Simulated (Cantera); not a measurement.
An isothermal, constant-pressure homogeneous reactor starts with CH4 : H2 = 1 : 2.9 (molar parts), at 1525 K and 22.5 Torr. Integrator tolerance rtol = 1e-08.

Detailed kinetics in Cantera: GRI-Mech 3.0 (53 species, 325 reactions). GRI-Mech 3.0 stops at C3 and has no aromatics, soot or wall deposition, so with more carbon than oxygen in the feed, carbon stays in small species such as C2H2 where larger ones or solid carbon would form. Radical loss at walls, strong at low pressure, is not modelled.

Q: What does this change do: temperature 1525 to 1500 K?

A: 
```json
[
 {"quantity": "x(CH4) at 1.00 s", "before": "0.208 (gas-phase equilibrium 0.00520)", "after": "0.228 (gas-phase equilibrium 0.00674)"},
 {"quantity": "x(H2) at 1.00 s", "before": "0.773 (gas-phase equilibrium 0.895)", "after": "0.761 (gas-phase equilibrium 0.894)"},
 {"quantity": "x(CH3) at 1.00 s", "before": "0.000369 (gas-phase equilibrium 1.53e-5)", "after": "0.000291 (gas-phase equilibrium 1.48e-5)"},
 {"quantity": "x(C2H4) at 1.00 s", "before": "0.00101 (gas-phase equilibrium 0.000588)", "after": "0.000965 (gas-phase equilibrium 0.000746)"},
 {"quantity": "x(CH2) at 1.00 s", "before": "2.49e-8 (gas-phase equilibrium 1.90e-9)", "after": "1.39e-8 (gas-phase equilibrium 1.32e-9)"},
 {"quantity": "x(C2H2) at 1.00 s", "before": "0.0183 (gas-phase equilibrium 0.0994)", "after": "0.0104 (gas-phase equilibrium 0.0987)"}
]
```

Q: What does this change do: CH4 1 to 0.65 parts?

A: 
| quantity | before | after |
|---|---|---|
| x(CH4) at 1.00 s | 0.208 (gas-phase equilibrium 0.00520) | 0.155 (gas-phase equilibrium 0.00471) |
| x(H2) at 1.00 s | 0.773 (gas-phase equilibrium 0.895) | 0.833 (gas-phase equilibrium 0.920) |
| x(CH3) at 1.00 s | 0.000369 (gas-phase equilibrium 1.53e-5) | 0.000290 (gas-phase equilibrium 1.37e-5) |
| x(C2H4) at 1.00 s | 0.00101 (gas-phase equilibrium 0.000588) | 0.000598 (gas-phase equilibrium 0.000456) |
| x(CH2) at 1.00 s | 2.49e-8 (gas-phase equilibrium 1.90e-9) | 2.09e-8 (gas-phase equilibrium 1.68e-9) |
| x(C2H2) at 1.00 s | 0.0183 (gas-phase equilibrium 0.0994) | 0.0111 (gas-phase equilibrium 0.0750) |
